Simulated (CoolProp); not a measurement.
The fluid at 298.15 K and 0.598 MPa (liquid) is heated at constant pressure to 378.1 K. The same conditions are run with several fluids, on thermodynamics alone (safety and materials aside).

Computed with CoolProp (reference Helmholtz-energy equation of state of each fluid (dodecamethylcyclohexasiloxane (D6): Colonna 2008; n-hexane: Thol 2019; ethylbenzene: Zhou 2012; R245fa: Akasaka 2015; isobutene: Lemmon 2005)).

Task: Rank dodecamethylcyclohexasiloxane (D6), n-hexane, ethylbenzene, R245fa, isobutene by heat (kJ/kg), highest first.

Result: isobutene (498), R245fa (261), n-hexane (196), ethylbenzene (150), dodecamethylcyclohexasiloxane (D6) (132)

| fluid | final phase | final density (kg/m³) |
|---|---|---|
| dodecamethylcyclohexasiloxane (D6) | liquid | 882 |
| n-hexane | liquid | 576 |
| ethylbenzene | liquid | 791 |
| R245fa | gas | 28.1 |
| isobutene | gas | 11.6 |
